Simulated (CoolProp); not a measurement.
Vapour-liquid equilibrium of ethylene (1) + isobutane (2) at 199.6 K; x and y are mole fractions of (1).

Model: multi-fluid Helmholtz-energy mixture model, Smukala 2000 and Bücker 2006; pair parameters Bell 2016, in CoolProp.

```csv
x,"bubble pressure, mixture model (MPa)","bubble pressure, Raoult's law (MPa)","y, mixture model","y, Raoult's law"
0.05,0.02149,0.02592,0.834,0.864
0.15,0.05906,0.07036,0.945,0.955
0.25,?,0.1148,?,0.976
0.35,0.1419,0.1592,0.982,0.985
0.45,0.1866,0.2037,0.988,0.990
0.55,0.2329,0.2481,0.992,0.993
0.65,0.2801,0.2925,0.995,0.996
0.75,0.3277,0.3370,0.997,0.997
0.85,?,0.3814,?,0.999
0.95,0.4235,0.4258,0.999,1.000
```

Task: Complete the blanks.

Result: 
- 0.25, bubble pressure, mixture model (MPa): 0.09926
- 0.25, y, mixture model: 0.971
- 0.85, bubble pressure, mixture model (MPa): 0.3754
- 0.85, y, mixture model: 0.998

The largest gap from Raoult's law is -17.1 % in bubble pressure, at x = 0.05. No azeotrope shows between x = 0.05 and 0.95.

The pair parameters rest on a limited set of measurements; away from them the model extrapolates.
